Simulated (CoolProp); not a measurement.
Vapour-liquid equilibrium of octamethyltrisiloxane (MDM) (1) + octamethylcyclotetrasiloxane (D4) (2) at 0.0012 MPa; x and y are mole fractions of (1).

The numbers come from the multi-fluid Helmholtz-energy mixture model, Thol 2017 and Thol 2015; pair parameters Bell 2016 in CoolProp.

```tsv
x	bubble temperature, mixture model (°C)	bubble temperature, Raoult's law (°C)	y, mixture model	y, Raoult's law
0.05	[?]	57.2	0.144	0.132
0.2	52.5	53.0	[?]	0.427
0.35	49.2	49.5	0.621	0.622
0.5	[?]	46.6	[?]	0.757
0.65	44.0	44.0	[?]	0.855
0.8	41.8	41.8	0.925	0.928
0.95	39.8	39.8	0.984	0.984
```

Q: What belongs in the gaps?

A: 
- 0.05, bubble temperature, mixture model (°C): 56.9
- 0.2, y, mixture model: 0.437
- 0.5, bubble temperature, mixture model (°C): 46.4
- 0.5, y, mixture model: 0.751
- 0.65, y, mixture model: 0.849

The largest gap from Raoult's law is -0.5 K in bubble temperature, at x = 0.2. No azeotrope shows between x = 0.05 and 0.95.

The pair parameters rest on a limited set of measurements; away from them the model extrapolates.
